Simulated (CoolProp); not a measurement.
Ammonia along the isobar 8060 kPa: fugacity coefficient from the reference equation and from simpler models built on Tc = 405.6 K, pc = 11360 kPa, ω = 0.256; each cubic takes its own stable root.

The numbers come from the reference Helmholtz-energy equation of state, Gao 2020 in CoolProp.

```json
[
 {"T (K)": "269", "phase": "liquid", "reference": "0.04690", "Redlich-Kwong": "0.08123", "Peng-Robinson": "0.04803"},
 {"T (K)": "285.8", "phase": "liquid", "reference": "0.08339", "Redlich-Kwong": "0.1329", "Peng-Robinson": "0.08585"},
 {"T (K)": "302.5", "phase": "liquid", "reference": "0.1364", "Redlich-Kwong": "0.2012", "Peng-Robinson": "0.1409"},
 {"T (K)": "319.3", "phase": "liquid", "reference": "0.2090", "Redlich-Kwong": "0.2872", "Peng-Robinson": "0.2164"},
 {"T (K)": "336.1", "phase": "liquid", "reference": "0.3024", "Redlich-Kwong": "0.3889", "Peng-Robinson": "0.3132"},
 {"T (K)": "352.8", "phase": "liquid", "reference": "0.4156", "Redlich-Kwong": "0.5030", "Peng-Robinson": "0.4294"},
 {"T (K)": "369.6", "phase": "liquid", "reference": "0.5477", "Redlich-Kwong": "0.6260", "Peng-Robinson": "0.5625"},
 {"T (K)": "403.1", "phase": "gas", "reference": "0.7409", "Redlich-Kwong": "0.7616", "Peng-Robinson": "0.7413"},
 {"T (K)": "419.9", "phase": "gas", "reference": "0.7776", "Redlich-Kwong": "0.7893", "Peng-Robinson": "0.7735"},
 {"T (K)": "436.6", "phase": "gas", "reference": "0.8072", "Redlich-Kwong": "0.8126", "Peng-Robinson": "0.8006"},
 {"T (K)": "453.4", "phase": "gas", "reference": "0.8320", "Redlich-Kwong": "0.8327", "Peng-Robinson": "0.8240"},
 {"T (K)": "470.2", "phase": "gas", "reference": "0.8529", "Redlich-Kwong": "0.8501", "Peng-Robinson": "0.8443"},
 {"T (K)": "486.9", "phase": "gas", "reference": "0.8706", "Redlich-Kwong": "0.8653", "Peng-Robinson": "0.8619"},
 {"T (K)": "503.7", "phase": "gas", "reference": "0.8859", "Redlich-Kwong": "0.8787", "Peng-Robinson": "0.8775"},
 {"T (K)": "520.5", "phase": "gas", "reference": "0.8991", "Redlich-Kwong": "0.8905", "Peng-Robinson": "0.8912"}
]
```
